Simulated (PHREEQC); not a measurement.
Metal-bearing waste water with copper plating or etch bath: an equilibrium model

Solution A (0.02 mol ZnSO4 and 0.14 mol NaF per kg of water) is mixed with solution B (0.034 mol/kgw Cu(NO3)2, 0.00076 mol/kgw H2SO4 and 0.0099 mol/kgw NaCl) at 25 °C; shares are by mass of water, 1 kg in all. Oxygen alone is held at its pressure in air (log pO2 = -0.68). The system is closed to CO2. Solids allowed: Cu(OH)2, Brochantite, Antlerite, Atacamite, Cu2(OH)3NO3, Zn(OH)2-e, Zn4(OH)6SO4, Zn5(OH)8Cl2, Halite, Mirabilite, Chalcanthite, Goslarite, CuF2:2H2O, ZnF2. Others were left out.

Equilibrium calculation in PHREEQC: ion-association model, wateq4f.dat.

| share of solution B | pH | Antlerite (mol) | Zn4(OH)6SO4 (mol) |
|---|---|---|---|
| 0 | 6.77 | 0 | 1.89e-7 |
| 0.1 | 5.18 | 0.000250 | 0 |
| 0.2 | 4.92 | 0.000371 | 0 |
| 0.3 | 4.76 | 0.000423 | 0 |
| 0.4 | 4.65 | 0.000421 | 0 |
| 0.5 | 4.56 | 0.000371 | 0 |
| 0.6 | 4.49 | 0.000278 | 0 |
| 0.7 | 4.43 | 0.000147 | 0 |
| 0.8 | 4.37 | 0 | 0 |
| 0.9 | 3.99 | 0 | 0 |
| 1 | 2.91 | 0 | 0 |

Zn4(OH)6SO4 from the start (pH 6.77), last present at share of solution B = 0; Antlerite from share of solution B = 0.1 (pH 5.18), last present at share of solution B = 0.7.
